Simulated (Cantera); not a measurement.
## Ammonia decomposition in nitride growth gas

A perfectly stirred reactor is fed with 89.3 % NH3, 10.7 % H2, at 42000 Pa; it is held at 2000 K, and followed from long to short residence time.

Computed with Cantera and the gas-phase N/H chemistry of the illustrative SiF4/NH3 mechanism in the Surface Chemkin manual (1991). Walls and surfaces, which speed up NH3 decomposition in real reactors, are not modelled.

```
τ (s)   x NH3   x H2     x NH      x N   x N2H4
------  -----  -----  -------  -------  -------
0.44    0.111  0.681  8.52e-6  7.77e-7  1.65e-8
0.25    0.176  0.634  9.85e-6  7.63e-7  3.04e-8
0.14    0.268  0.566  1.12e-5  7.36e-7  5.34e-8
0.083   0.372  0.490  1.22e-5  7.00e-7  8.26e-8
0.047   0.495  0.399  1.30e-5  6.50e-7  1.21e-7
0.027   0.610  0.315  1.34e-5  5.93e-7  1.61e-7
0.016   0.700  0.248  1.35e-5  5.35e-7  1.95e-7
0.0089  0.774  0.194  1.33e-5  4.74e-7  2.26e-7
0.0051  0.821  0.159  1.30e-5  4.23e-7  2.45e-7
0.0029  0.851  0.137  1.26e-5  3.80e-7  2.56e-7
0.0017  0.868  0.125  1.21e-5  3.46e-7  2.57e-7
```
x: mole fraction; the columns are a selection and need not sum to one.
